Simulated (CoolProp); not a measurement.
Properties of toluene at several states.

Values from CoolProp's reference Helmholtz-energy equation of state, Lemmon 2006. It is a short technical equation, of lower accuracy than the large ones.

```tsv
T (K)	p (bar)	phase	Z	Joule-Thomson coefficient (K/MPa)	isothermal compressibility (1/MPa)	conductivity (mW/(m K))
539.8	1.23	gas	0.9850	10.03	8.255	34.2
577.1	0.324	gas	0.9969	8.004	30.96	38.5
260.4	17.1	liquid	0.08102	-0.5140	0.0007005	141
```

Thermal conductivity comes from a separate model (Assael 2012).
